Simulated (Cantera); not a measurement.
A perfectly stirred reactor is fed with 24.4 % NH₃, 75.6 % H₂, at 750 Torr; it is held at 1925 K, and followed from long to short residence time.

Model: the gas-phase N/H chemistry of the illustrative SiF4/NH3 mechanism in the Surface Chemkin manual (1991), integrated in Cantera. Walls and surfaces, which speed up NH3 decomposition in real reactors, are not modelled.

Task: Predict: x(NH₃) at τ = 6.20 s; x(H₂) at τ = 6.20 s; x(N₂H₂) at τ = 6.20 s; x(NH₂) at τ = 6.20 s; x(NH₃) at τ = 46.0 ms; x(H₂) at τ = 46.0 ms; x(N₂H₂) at τ = 46.0 ms; x(N₂H₄) at τ = 46.0 ms; x(NH₂) at τ = 46.0 ms.

Result: 
| Property | Result |
|---|---|
| x(NH₃) at τ = 6.20 s | 0.0119 |
| x(H₂) at τ = 6.20 s | 0.894 |
| x(N₂H₂) at τ = 6.20 s | 8.69e-9 |
| x(NH₂) at τ = 6.20 s | 3.06e-5 |
| x(NH₃) at τ = 46.0 ms | 0.174 |
| x(H₂) at τ = 46.0 ms | 0.797 |
| x(N₂H₂) at τ = 46.0 ms | 4.35e-7 |
| x(N₂H₄) at τ = 46.0 ms | 5.44e-8 |
| x(NH₂) at τ = 46.0 ms | 0.000250 |
